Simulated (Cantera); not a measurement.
A Cantera script and what it prints.

```python
import numpy as np
import cantera as ct

gas_names = """
    C CH CH2 CH3 CH2OH CH3O CH4 CH3OH CO CO2 COOH C2 C2H CHCO,ketyl C2H2,acetylene C2H2,vinylidene
    CH2CO,ketene C2H3,vinyl CH3CO,acetyl C2H4 C2H4O,ethylen CH3CHO,ethanal CH3COOH (HCOOH)2 C2H5 C2H6
    CH3OCH3 C2H5OH C2O C3 C3H3,propargyl C3H4,allene C3H4,propyne C3H4,cyclo- C3H5,allyl C3H6,propylene
    C3H6,cyclo- C3H6O C3H7,n-propyl C3H7,i-propyl C3H8 C3H8O,1propanol C3H8O,2propanol C3O2 C4 C4H2
    C4H4,1,3-cyclo- C4H6,butadiene C4H6,2-butyne C4H6,cyclo- C4H8,1-butene C4H8,cis2-buten
    C4H8,tr2-butene C4H8,isobutene C4H8,cyclo- (CH3COOH)2 C4H9,n-butyl C4H9,i-butyl C4H9,s-butyl
    C4H9,t-butyl C4H10,isobutane C4H10,n-butane C5 C5H6,1,3cyclo- C5H8,cyclo- C5H10,1-pentene
    C5H10,cyclo- C5H11,pentyl C5H11,t-pentyl C5H12,n-pentane C5H12,i-pentane CH3C(CH3)2CH3 C6H2
    C6H5,phenyl C6H5O,phenoxy C6H6 C6H5OH,phenol C6H10,cyclo- C6H12,1-hexene C6H12,cyclo- C6H13,n-hexyl
    C7H7,benzyl C7H8 C7H8O,cresol C7H14,1-heptene C7H15,n-heptyl C7H16,n-heptane C8H8,styrene
    C8H10,ethylbenz C8H16,1-octene C8H17,n-octyl C8H18,isooctane C8H18,n-octane C9H19,n-nonyl
    C10H8,naphthale C10H21,n-decyl C12H9,o-bipheny C12H10,bipheny H HCO HO2 H2 HCHO,formaldehy HCOOH H2O
    H2O2 O OH O2 O3
""".split()
cond_names = """
    C(gr) C6H6(L) C7H8(L) C8H18(L),n-octa H2O(s) H2O(L)
""".split()


def load(file, names, dense=False):
    # The tables refer to 1 bar. Condensed volumes are neglected.
    table = {s.name: s for s in ct.Species.list_from_file(file)}
    out = []
    for n in names:
        d = dict(table[n].input_data)
        d["thermo"] = dict(d["thermo"], **{"reference-pressure": 1e5})
        if dense:
            d["equation-of-state"] = {"model": "constant-volume", "density": "1e6 g/cm^3"}
        out.append(ct.Species.from_dict(d))
    return out


gas = ct.Solution(thermo="ideal-gas", species=load("nasa_gas.yaml", gas_names))
cond = {s.name: ct.Solution(thermo="fixed-stoichiometry", species=[s], name=s.name)
        for s in load("nasa_condensed.yaml", cond_names, dense=True)}
atoms = {
    'acetone': {'C': 3, 'H': 6, 'O': 1},
    'CO2': {'C': 1, 'O': 2},
    'H2': {'H': 2},
}
top_T = {'C(gr)': 4500}  # K; cautious upper limits of use, not melting points


def equilibrate(T, P, feed):
    n = {}
    for name, mol in feed.items():
        for a, k in atoms[name].items():
            n[a] = n.get(a, 0.0) + k * mol
    gas.TPX = T, P, n
    mass = sum(n.values()) * gas.mean_molecular_weight
    gas.equilibrate("TP")
    valid = [c for c in cond.values() if c.min_temp <= T <= top_T.get(c.name, c.max_temp)]
    mix = ct.Mixture([(gas, mass / gas.mean_molecular_weight)] + [(c, 0.0) for c in valid])
    mix.T, mix.P = T, P
    mix.equilibrate("TP", solver="vcs", rtol=1e-11, max_steps=5000)
    return mix


results = []
feed = {'acetone': 1, 'CO2': 1.4, 'H2': 64}  # mol
P = 8600000  # Pa
for T in [600, 700, 800, 900, 1000, 1100, 1200, 1300, 1400, 1500, 1600, 1700]:
    mix = equilibrate(T, P, feed)
    results.append((T, P, feed, dict(zip(mix.species_names, mix.species_moles))))
    x = sorted(zip(gas.X, gas.species_names), reverse=True)
    print(f"T = {T:g} K  P = {P:g} Pa  gas = {mix.phase_moles(0):.4g} mol")
    print("   x: " + "  ".join(f"{s} {v:.3e}" for v, s in x if v > 1e-05))
    print("   condensed (mol): " + ("  ".join(f"{mix.phase(i).name} {mix.phase_moles(i):.4g}"
          for i in range(1, mix.n_phases) if mix.phase_moles(i) > 1e-12) or "none"))
```

Output:

```
T = 600 K  P = 8.6e+06 Pa  gas = 62.6 mol
   x: H2 8.690e-01  CH4 7.029e-02  H2O 6.070e-02
   condensed (mol): none
T = 700 K  P = 8.6e+06 Pa  gas = 62.6 mol
   x: H2 8.690e-01  CH4 7.029e-02  H2O 6.070e-02
   condensed (mol): none
T = 800 K  P = 8.6e+06 Pa  gas = 62.6 mol
   x: H2 8.690e-01  CH4 7.029e-02  H2O 6.070e-02
   condensed (mol): none
T = 900 K  P = 8.6e+06 Pa  gas = 62.6 mol
   x: H2 8.690e-01  CH4 7.029e-02  H2O 6.070e-02
   condensed (mol): none
T = 1000 K  P = 8.6e+06 Pa  gas = 62.6 mol
   x: H2 8.690e-01  CH4 7.026e-02  H2O 6.067e-02  CO 2.327e-05
   condensed (mol): none
T = 1100 K  P = 8.6e+06 Pa  gas = 62.64 mol
   x: H2 8.694e-01  CH4 6.995e-02  H2O 6.036e-02  CO 2.706e-04  CO2 1.853e-05
   condensed (mol): none
T = 1200 K  P = 8.6e+06 Pa  gas = 62.86 mol
   x: H2 8.717e-01  CH4 6.792e-02  H2O 5.829e-02  CO 1.971e-03  CO2 9.600e-05
   condensed (mol): none
T = 1300 K  P = 8.6e+06 Pa  gas = 63.71 mol
   x: H2 8.803e-01  CH4 6.032e-02  H2O 5.065e-02  CO 8.446e-03  CO2 2.757e-04
   condensed (mol): none
T = 1400 K  P = 8.6e+06 Pa  gas = 65.3 mol
   x: H2 8.955e-01  CH4 4.669e-02  H2O 3.713e-02  CO 2.029e-02  CO2 3.875e-04
   condensed (mol): none
T = 1500 K  P = 8.6e+06 Pa  gas = 66.96 mol
   x: H2 9.104e-01  CH4 3.317e-02  CO 3.219e-02  H2O 2.391e-02  CO2 3.267e-04
   condensed (mol): none
T = 1600 K  P = 8.6e+06 Pa  gas = 68.21 mol
   x: H2 9.211e-01  CO 4.088e-02  CH4 2.339e-02  H2O 1.441e-02  CO2 2.128e-04
   condensed (mol): none
T = 1700 K  P = 8.6e+06 Pa  gas = 69.02 mol
   x: H2 9.278e-01  CO 4.639e-02  CH4 1.720e-02  H2O 8.421e-03  CO2 1.232e-04  H 1.530e-05  C2H4 1.191e-05
   condensed (mol): none
```

Method: chemical equilibrium by Gibbs-energy minimisation in Cantera with the NASA 1993 tables (ideal gas, pure condensed phases). The feed counts by its element totals alone. The ideal-gas law is rough above about 30 bar.
